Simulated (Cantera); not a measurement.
Feed: 1 mol B2O3, 1.1 mol NH3, 100 mol H2, equilibrated at 1475 K.

These are equilibrium values from Cantera (NASA tables, ideal gas, pure condensed phases), not measurements of a reactor. Candidate condensed phases: B, BN, B2O3, B3O3H3, H2O; 39 gas species. Mutual solubility and eutectic melting of coexisting phases are not modelled. Gases not in the tables: H3BO3. Equilibrium is a limit: real reactors are often held back by kinetics, nucleation or transport.

Question: Which condensed phases are stable at each of these points (P (Pa)): 10, 46, 220, 1000, 4600, 22000, 100000?

Answer: 
```tsv
P (Pa)	condensed phases	B condensed (%)
10	gas only	0.0
46	gas only	0.0
220	gas only	0.0
1000	B2O3(l)	42.3
4600	BN(s) + B2O3(l)	76.9
22000	BN(s) + B2O3(l)	89.9
100000	BN(s) + B2O3(l)	94.9
```

From 10.0 Pa to 2.20 mbar nothing is condensed. At 10.0 mbar the condensed part is B2O3(l). From 46.0 mbar to 1.00 bar the condensed part is BN(s) + B2O3(l).
